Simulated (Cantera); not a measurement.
Charge: 1 mol CO2, 0.55 mol O2, 0.15 mol H2, held at 350000 Pa.

These are equilibrium values from Cantera (NASA tables, ideal gas, pure condensed phases), not measurements of a reactor. Candidate condensed phases: C, C6H6, C7H8, C8H18, H2O; 110 gas species. Kinetics and transport are ignored.

x: gas mole fraction; nothing condenses.

```json
[
 {"T (K)": "1198", "x CO2": "0.615", "x O2": "0.292", "x H2O": "0.0923", "x CO": "1.01e-8", "x OH": "2.22e-6", "x O": "6.94e-9"},
 {"T (K)": "1298", "x CO2": "0.615", "x O2": "0.292", "x H2O": "0.0923", "x CO": "8.94e-8", "x OH": "7.82e-6", "x O": "4.93e-8"},
 {"T (K)": "1398", "x CO2": "0.615", "x O2": "0.292", "x H2O": "0.0923", "x CO": "5.76e-7", "x OH": "2.30e-5", "x O": "2.65e-7"},
 {"T (K)": "1498", "x CO2": "0.615", "x O2": "0.292", "x H2O": "0.0923", "x CO": "2.89e-6", "x OH": "5.86e-5", "x O": "1.14e-6"},
 {"T (K)": "1598", "x CO2": "0.615", "x O2": "0.292", "x H2O": "0.0922", "x CO": "1.18e-5", "x OH": "0.000133", "x O": "4.09e-6"},
 {"T (K)": "1698", "x CO2": "0.615", "x O2": "0.292", "x H2O": "0.0922", "x CO": "4.08e-5", "x OH": "0.000273", "x O": "1.26e-5"},
 {"T (K)": "1798", "x CO2": "0.615", "x O2": "0.292", "x H2O": "0.0920", "x CO": "0.000123", "x OH": "0.000519", "x O": "3.45e-5"},
 {"T (K)": "1898", "x CO2": "0.615", "x O2": "0.292", "x H2O": "0.0918", "x CO": "0.000327", "x OH": "0.000920", "x O": "8.47e-5"},
 {"T (K)": "1998", "x CO2": "0.614", "x O2": "0.292", "x H2O": "0.0914", "x CO": "?", "x OH": "?", "x O": "?"},
 {"T (K)": "2098", "x CO2": "0.613", "x O2": "0.292", "x H2O": "0.0909", "x CO": "0.00175", "x OH": "0.00245", "x O": "0.000396"},
 {"T (K)": "2198", "x CO2": "0.610", "x O2": "0.292", "x H2O": "0.0900", "x CO": "?", "x OH": "?", "x O": "?"},
 {"T (K)": "2298", "x CO2": "0.605", "x O2": "0.292", "x H2O": "0.0888", "x CO": "0.00687", "x OH": "0.00545", "x O": "0.00142"},
 {"T (K)": "2398", "x CO2": "0.597", "x O2": "0.293", "x H2O": "0.0872", "x CO": "0.0124", "x OH": "0.00770", "x O": "0.00248"}
]
```

Q: Fill in the missing entries.

A: 
- 1998, x CO: 0.000790
- 1998, x OH: 0.00154
- 1998, x O: 0.000190
- 2198, x CO: 0.00359
- 2198, x OH: 0.00372
- 2198, x O: 0.000771
